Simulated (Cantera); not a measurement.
## Oxide etching and cleaning by halides: TiO2 + HCl + H2

Feed: 1 mol TiO2, 1.9 mol HCl, 3 mol H2, held at 0.00380 bar.

Method: chemical equilibrium by Gibbs-energy minimisation in Cantera with the NASA 1993 tables (ideal gas, pure condensed phases). Candidate condensed phases: H2O, Ti, TiCl2, TiCl3, TiCl4, TiO, TiO2, Ti2O3, Ti3O5, Ti4O7; 23 gas species. Mutual solubility and eutectic melting of coexisting phases are not modelled. Condensed phases not in the tables: Magnéli phases beyond Ti4O7. The numbers say what is thermodynamically allowed, not how fast it happens.

```csv
T (K),x H2,x HCl,x H2O,x H,x Cl,n TiO2(rutile),n Ti4O7(s),n Ti3O5(s)
1548,0.598,0.387,0.0135,0.000386,0.000200,0.735,0.0662,0
1598,0.593,0.387,0.0187,0.000665,0.000344,0.633,0.0919,0
1648,0.586,0.387,0.0255,0.00111,0.000573,0.501,0.125,0
1698,0.577,0.386,0.0339,0.00178,0.000928,0.335,0.166,0
1748,0.566,0.385,0.0442,0.00279,0.00147,0.132,0.217,0
1798,0.558,0.384,0.0508,0.00427,0.00225,0,0.250,0
1848,0.557,0.382,0.0507,0.00642,0.00335,0,0.250,0
1898,0.555,0.380,0.0506,0.00945,0.00488,0,0.250,0
1948,0.547,0.377,0.0553,0.0136,0.00700,0,0.177,0.0967
```
x: gas mole fraction; n: condensed amount in mol.

From 1548 K to 1748 K the condensed part is TiO2(rutile) + Ti4O7(s). From 1798 K to 1898 K the condensed part is Ti4O7(s). At 1948 K the condensed part is Ti3O5(s) + Ti4O7(s). The main Ti-bearing gas is TiCl3 at 1548 K and TiO2 at 1948 K.
